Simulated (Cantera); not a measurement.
An isothermal, constant-pressure homogeneous reactor starts with NO : N₂ = 1 : 0.13 (molar parts), at 1450 K and 1.80 bar.

Detailed kinetics in Cantera: GRI-Mech 3.0 (53 species, 325 reactions).

x: mole fraction; the columns are a selection and need not sum to one.

```json
[
 {"t (s)": "0.000200", "x NO": "0.885", "x N₂O": "1.33e-6", "x N₂": "0.115", "x O₂": "1.92e-10", "x O": "9.28e-9", "x NO₂": "1.32e-6"},
 {"t (s)": "0.000522", "x NO": "0.885", "x N₂O": "3.45e-6", "x N₂": "0.115", "x O₂": "8.50e-10", "x O": "9.55e-9", "x NO₂": "3.48e-6"},
 {"t (s)": "0.00136", "x NO": "0.885", "x N₂O": "8.90e-6", "x N₂": "0.115", "x O₂": "4.76e-9", "x O": "1.03e-8", "x NO₂": "9.19e-6"},
 {"t (s)": "0.00356", "x NO": "0.885", "x N₂O": "2.26e-5", "x N₂": "0.115", "x O₂": "3.30e-8", "x O": "…", "x NO₂": "2.46e-5"},
 {"t (s)": "0.00928", "x NO": "0.885", "x N₂O": "5.50e-5", "x N₂": "0.115", "x O₂": "2.90e-7", "x O": "…", "x NO₂": "6.78e-5"},
 {"t (s)": "0.0242", "x NO": "0.885", "x N₂O": "0.000120", "x N₂": "0.115", "x O₂": "3.39e-6", "x O": "…", "x NO₂": "0.000195"},
 {"t (s)": "0.0632", "x NO": "0.884", "x N₂O": "0.000210", "x N₂": "0.115", "x O₂": "4.82e-5", "x O": "…", "x NO₂": "0.000534"},
 {"t (s)": "0.165", "x NO": "0.882", "x N₂O": "0.000258", "x N₂": "0.116", "x O₂": "0.000476", "x O": "…", "x NO₂": "0.000980"},
 {"t (s)": "0.431", "x NO": "0.879", "x N₂O": "0.000260", "x N₂": "0.118", "x O₂": "0.00211", "x O": "…", "x NO₂": "0.00121"},
 {"t (s)": "1.12", "x NO": "0.869", "x N₂O": "0.000254", "x N₂": "0.122", "x O₂": "0.00643", "x O": "…", "x NO₂": "0.00158"},
 {"t (s)": "2.94", "x NO": "0.846", "x N₂O": "0.000240", "x N₂": "0.134", "x O₂": "0.0174", "x O": "…", "x NO₂": "0.00222"},
 {"t (s)": "7.66", "x NO": "0.792", "x N₂O": "0.000210", "x N₂": "0.161", "x O₂": "0.0439", "x O": "…", "x NO₂": "0.00313"},
 {"t (s)": "20.0", "x NO": "0.679", "x N₂O": "0.000153", "x N₂": "0.217", "x O₂": "0.100", "x O": "…", "x NO₂": "0.00396"}
]
```

Q: Complete the blanks.

A: 
- 0.00356, x O: 1.22e-8
- 0.00928, x O: 1.72e-8
- 0.0242, x O: 3.09e-8
- 0.0632, x O: 6.32e-8
- 0.165, x O: 1.02e-7
- 0.431, x O: 1.23e-7
- 1.12, x O: 1.59e-7
- 2.94, x O: 2.25e-7
- 7.66, x O: 3.33e-7
- 20.0, x O: 4.88e-7
